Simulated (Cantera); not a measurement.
Charge: 1 mol Si(CH3)4, 0.047 mol HCl, 610 mol H2, held at 133 Pa.

Method: chemical equilibrium by Gibbs-energy minimisation in Cantera with the NASA 1993 tables (ideal gas, pure condensed phases). Candidate condensed phases: C, C6H6, C7H8, C8H18, Si, SiC; 109 gas species. Equilibrium is a limit: real reactors are often held back by kinetics, nucleation or transport.

**Question.** Which condensed phases are stable at each of these points (T (K)): 1050, 1150, 1250, 1350, 1450, 1550, 1650, 1750, 1850, 1950, 2050, 2150, 2250?

**Answer.** 
| T (K) | condensed phases | Si condensed (%) |
|---|---|---|
| 1050 | C(graphite) + SiC(s) | 100.0 |
| 1150 | C(graphite) + SiC(s) | 100.0 |
| 1250 | C(graphite) + SiC(s) | 100.0 |
| 1350 | C(graphite) + SiC(s) | 100.0 |
| 1450 | C(graphite) + SiC(s) | 100.0 |
| 1550 | C(graphite) + SiC(s) | 100.0 |
| 1650 | C(graphite) + SiC(s) | 99.8 |
| 1750 | C(graphite) + SiC(s) | 98.6 |
| 1850 | C(graphite) + SiC(s) | 90.1 |
| 1950 | C(graphite) + SiC(s) | 43.7 |
| 2050 | C(graphite) | 0.0 |
| 2150 | C(graphite) | 0.0 |
| 2250 | C(graphite) | 0.0 |

From 1050 K to 1950 K the condensed part is C(graphite) + SiC(s). From 2050 K to 2250 K the condensed part is C(graphite).
